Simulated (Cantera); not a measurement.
An isothermal, constant-pressure homogeneous reactor starts with 50.3 % CH₄, 21.6 % CO₂, 28.1 % H₂, at 1900 K and 100000 Pa.

Cantera simulation using GRI-Mech 3.0 (53 species, 325 reactions); the numbers are that mechanism's predictions, not measurements. GRI-Mech 3.0 stops at C3 and has no aromatics, soot or wall deposition, so with more carbon than oxygen in the feed, carbon stays in small species such as C2H2 where larger ones or solid carbon would form.

x: mole fraction; the columns are a selection and need not sum to one.

```csv
t (s),x CH₄,x CO₂,x H₂,x H₂O,x CH₂
7.00e-6,0.500,0.216,0.282,5.58e-5,(withheld)
6.30e-5,0.460,0.210,0.305,0.00250,(withheld)
0.000566,0.221,0.142,0.471,0.0330,(withheld)
0.00509,0.0370,0.0149,0.536,0.120,(withheld)
0.0458,0.0132,0.00459,0.607,0.0566,(withheld)
0.412,0.00468,9.72e-5,0.660,0.00106,(withheld)
3.71,0.00437,1.49e-7,0.661,1.64e-6,1.02e-7
33.4,0.00437,1.49e-7,0.661,1.64e-6,1.02e-7
300,0.00437,1.49e-7,0.661,1.64e-6,1.02e-7
```

Q: Fill in the missing entries.

A: 
- 7.00e-6, x CH₂: 3.96e-7
- 6.30e-5, x CH₂: 4.58e-6
- 0.000566, x CH₂: 2.94e-6
- 0.00509, x CH₂: 1.32e-6
- 0.0458, x CH₂: 5.04e-7
- 0.412, x CH₂: 1.12e-7
